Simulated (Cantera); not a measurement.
A perfectly stirred reactor is fed with CH4 : C2H6 : O2 : N2 = 1 : 0.77 : 8.54 : 39.3 (molar parts), equivalence ratio 0.55, at 0.286 atm; it is adiabatic with a 550 K inlet, and is followed from long to short residence time, starting on the burning branch (τ in s: 0.11, 0.039, 0.014, 0.0051, 0.0019, 0.00067, 0.00024, 8.8e-05, 3.2e-05, 1.1e-05, 4.1e-06).

Computed with Cantera and GRI-Mech 3.0 (53 species, 325 reactions).

Task: What does this change do: pressure from 0.286 atm to 3.85 atm?

Result: 
```tsv
quantity	before	after
blow-out, bracketed by the residence times tried	burning at 1.90 ms, out at 0.670 ms	burning at 0.670 ms, out at 0.240 ms
x(CH4) at τ = 0.110 s	7.75e-6	4.36e-6
x(C2H6) at τ = 0.110 s	1.53e-6	8.18e-7
x(O2) at τ = 0.110 s	0.0768	0.0769
x(C2H4) at τ = 0.110 s	2.80e-6	2.85e-6
x(HO2) at τ = 0.110 s	2.37e-6	1.59e-6
x(CH4) at τ = 0.670 ms	0.0202	0.000175
x(C2H6) at τ = 0.670 ms	0.0155	3.39e-5
x(O2) at τ = 0.670 ms	0.172	0.0803
x(C2H4) at τ = 0.670 ms	<1e-12	5.79e-5
x(HO2) at τ = 0.670 ms	<1e-12	4.34e-5
```

Task: What does this change do: CH4 1 to 1.5 parts?

Result: 
```tsv
quantity	before	after
blow-out, bracketed by the residence times tried	burning at 1.90 ms, out at 0.670 ms	burning at 0.670 ms, out at 0.240 ms
x(CH4) at τ = 0.110 s	7.75e-6	5.87e-6
x(C2H6) at τ = 0.110 s	1.53e-6	7.35e-7
x(O2) at τ = 0.110 s	0.0768	0.0564
x(C2H4) at τ = 0.110 s	2.80e-6	1.51e-6
x(HO2) at τ = 0.110 s	2.37e-6	1.47e-6
x(CH4) at τ = 0.670 ms	0.0202	0.000423
x(C2H6) at τ = 0.670 ms	0.0155	5.16e-5
x(O2) at τ = 0.670 ms	0.172	0.0669
x(C2H4) at τ = 0.670 ms	<1e-12	1.22e-5
x(HO2) at τ = 0.670 ms	<1e-12	1.76e-5
```

Task: What does this change do: inlet temperature 550 to 323 K?

Result: 
```json
[
 {"quantity": "blow-out, bracketed by the residence times tried", "before": "burning at 1.90 ms, out at 0.670 ms", "after": "burning at 5.10 ms, out at 1.90 ms"},
 {"quantity": "x(CH4) at τ = 0.110 s", "before": "7.75e-6", "after": "1.73e-5"},
 {"quantity": "x(C2H6) at τ = 0.110 s", "before": "1.53e-6", "after": "3.40e-6"},
 {"quantity": "x(O2) at τ = 0.110 s", "before": "0.0768", "after": "0.0771"},
 {"quantity": "x(C2H4) at τ = 0.110 s", "before": "2.80e-6", "after": "5.17e-6"},
 {"quantity": "x(HO2) at τ = 0.110 s", "before": "2.37e-6", "after": "4.42e-6"},
 {"quantity": "x(CH4) at τ = 0.670 ms", "before": "0.0202", "after": "0.0202"},
 {"quantity": "x(C2H6) at τ = 0.670 ms", "before": "0.0155", "after": "0.0155"},
 {"quantity": "x(O2) at τ = 0.670 ms", "before": "0.172", "after": "0.172"},
 {"quantity": "x(C2H4) at τ = 0.670 ms", "before": "<1e-12", "after": "<1e-12"},
 {"quantity": "x(HO2) at τ = 0.670 ms", "before": "<1e-12", "after": "<1e-12"}
]
```
